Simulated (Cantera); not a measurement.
Cantera with NASA thermochemical tables; ideal gases at 1 bar, condensed phases pure. Values are per mole of reaction as written; species without (g) are pure solids or liquids, kept so even where they would boil at 1 bar.

6 HCl(g) + 2 BF3(g) ⇌ 3 Cl2(g) + 2 B + 6 HF(g), with ΔH° = 1189.9 kJ and ΔS° = 93.6 J/K at 300 K.

### Question
How far is the shortcut ΔG° ≈ ΔH°(300 K) − T·ΔS°(300 K) from the full temperature-dependent value at 1525, 1575, 1625, 1675, 1725, 1775 K?

### Answer
```json
[
 {"T (K)": "1525", "shortcut (kJ)": "1047.1", "full (kJ)": "1028.0", "difference (kJ)": "19.2", "difference in log10 K": "-0.66"},
 {"T (K)": "1575", "shortcut (kJ)": "1042.5", "full (kJ)": "1022.4", "difference (kJ)": "20.1", "difference in log10 K": "-0.67"},
 {"T (K)": "1625", "shortcut (kJ)": "1037.8", "full (kJ)": "1016.8", "difference (kJ)": "21.0", "difference in log10 K": "-0.68"},
 {"T (K)": "1675", "shortcut (kJ)": "1033.1", "full (kJ)": "1011.2", "difference (kJ)": "21.9", "difference in log10 K": "-0.68"},
 {"T (K)": "1725", "shortcut (kJ)": "1028.4", "full (kJ)": "1005.6", "difference (kJ)": "22.9", "difference in log10 K": "-0.69"},
 {"T (K)": "1775", "shortcut (kJ)": "1023.7", "full (kJ)": "1000.0", "difference (kJ)": "23.8", "difference in log10 K": "-0.70"}
]
```
The shortcut ignores the heat-capacity change of the reaction.
